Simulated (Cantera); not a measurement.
Premixed flame

A freely propagating, adiabatic, planar premixed flame of 40.3 % H2, 12.6 % O2, 47.1 % N2, unburnt at 450 K and 120 Torr; unity-Lewis-number transport, grid criteria slope 0.08 and curve 0.16, no radiation.

Model: the H2/O2 subset of GRI-Mech 3.0, which has no nitrogen chemistry, integrated in Cantera. Unity Lewis numbers drop preferential diffusion, which matters most where H2 and H carry the flame. Burning velocities carry a grid error of a few per cent, more on coarse grids.

```csv
z (mm),T (K),u (m/s),x H2,x O2,x OH,x H,x HO2,x O
-10.8,450,2.70,0.403,0.126,<1e-8,<1e-8,<1e-8,<1e-8
-7.19,450,2.70,0.403,0.126,<1e-8,<1e-8,<1e-8,<1e-8
-5.39,450,2.70,0.403,0.126,<1e-8,<1e-8,2.27e-8,<1e-8
-3.59,450,2.70,0.403,0.126,<1e-8,<1e-8,6.22e-7,1.37e-8
-1.80,472,2.83,0.401,0.124,9.98e-6,4.09e-5,6.17e-5,5.85e-6
-0.899,685,4.05,0.370,0.110,0.000251,0.00639,4.47e-5,0.000230
0,1116,6.44,0.224,0.0493,0.00192,0.0740,1.15e-5,0.00394
0.899,1364,7.75,0.127,0.00979,0.00470,0.120,1.95e-6,0.00537
1.80,1476,8.32,0.123,0.00505,0.00603,0.113,8.92e-7,0.00499
3.59,1604,8.95,0.131,0.00390,0.00728,0.0961,6.04e-7,0.00444
7.19,1745,9.63,0.140,0.00292,0.00817,0.0772,4.07e-7,0.00356
14.4,1885,10.3,0.148,0.00195,0.00830,0.0590,2.61e-7,0.00250
28.8,2013,10.9,0.155,0.00114,0.00755,0.0427,1.61e-7,0.00152
```
x: mole fraction of selected species; z is measured from the peak of heat release.

```yaml
laminar_burning_velocity: 270 cm/s
thermal_thickness: 3.59 mm
peak x(OH): 0.00836
peak x(H): 0.120
peak x(HO2): 7.97e-5
peak x(O): 0.00548
```
